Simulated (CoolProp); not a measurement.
Vapour-liquid equilibrium of carbonyl sulfide (1) + propane (2) at -4.35 °C; x and y are mole fractions of (1).

Computed with CoolProp (multi-fluid Helmholtz-energy mixture model, Lemmon 2006 and Lemmon 2009; pair parameters Bell 2016).

| x | bubble pressure, mixture model (kPa) | bubble pressure, Raoult's law (kPa) | y, mixture model | y, Raoult's law |
|---|---|---|---|---|
| 0.05 | 425.4 | 422.3 | 0.071 | 0.068 |
| 0.125 | 440.1 | 433.9 | 0.168 | 0.164 |
| 0.2 | 453.3 | 445.6 | 0.255 | 0.256 |
| 0.275 | 465.5 | 457.3 | 0.337 | 0.343 |
| 0.35 | 476.8 | 469.0 | 0.415 | 0.426 |
| 0.425 | 487.6 | 480.6 | 0.490 | 0.504 |
| 0.5 | 498.0 | 492.3 | 0.563 | 0.579 |
| 0.575 | 508.3 | 504.0 | 0.634 | 0.650 |
| 0.65 | 518.6 | 515.7 | 0.704 | 0.719 |
| 0.725 | 529.0 | 527.3 | 0.771 | 0.784 |
| 0.8 | 539.7 | 539.0 | 0.837 | 0.846 |
| 0.875 | 550.7 | 550.7 | 0.901 | 0.906 |
| 0.95 | 562.2 | 562.4 | 0.962 | 0.963 |

The largest gap from Raoult's law is +1.8 % in bubble pressure, at x = 0.275. No azeotrope shows between x = 0.05 and 0.95.

Pair parameters are fitted to limited data, so mixtures are less certain than the pure fluids.
